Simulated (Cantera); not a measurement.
Feed: 1 mol SiCl4, 0.83 mol N2, 15 mol H2, held at 1900 Pa.

These are equilibrium values from Cantera (NASA tables, ideal gas, pure condensed phases), not measurements of a reactor. Candidate condensed phases: NH4Cl, Si, Si3N4; 28 gas species. N2 is the only nitrogen source here; it is nearly inert below about 1500 K, so the nitride shown seldom forms there in practice. Gases not in the tables: Si2H6 and higher silanes. The numbers say what is thermodynamically allowed, not how fast it happens.

Problem. What share of the Si ends up in condensed phases as a function of T (K), at 1073, 1173, 1273, 1373, 1473, 1573, 1673, 1773, 1873, 1973, 2073, 2173?

Solution. 
```json
[
 {"T (K)": "1073", "Si condensed (%)": "92.4", "as": "Si3N4(s)"},
 {"T (K)": "1173", "Si condensed (%)": "93.1", "as": "Si3N4(s)"},
 {"T (K)": "1273", "Si condensed (%)": "91.3", "as": "Si3N4(s)"},
 {"T (K)": "1373", "Si condensed (%)": "81.9", "as": "Si3N4(s)"},
 {"T (K)": "1473", "Si condensed (%)": "60.4", "as": "Si3N4(s)"},
 {"T (K)": "1573", "Si condensed (%)": "29.4", "as": "Si3N4(s)"},
 {"T (K)": "1673", "Si condensed (%)": "0.0", "as": "-"},
 {"T (K)": "1773", "Si condensed (%)": "2.3", "as": "Si(l)"},
 {"T (K)": "1873", "Si condensed (%)": "5.8", "as": "Si(l)"},
 {"T (K)": "1973", "Si condensed (%)": "7.0", "as": "Si(l)"},
 {"T (K)": "2073", "Si condensed (%)": "2.3", "as": "Si(l)"},
 {"T (K)": "2173", "Si condensed (%)": "0.0", "as": "-"}
]
```
